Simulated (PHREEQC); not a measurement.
Make-up at 25 °C: 0.035 mol FeCl2 and 4.9e-05 mol Li2CO3 per kg of water. Closed to the air; pH follows from the charge balance.

All values are PHREEQC results (ion-association model, phreeqc.dat), not measurements.

No solid was allowed to form.

Task: Predict the pH.

Result: pH 6.97.

Task: In which forms is Cl present?

Result: Cl- 98 %, FeCl+ 1.8 % of the Cl.

Examples of supersaturated solids here: Siderite. Others may be too.
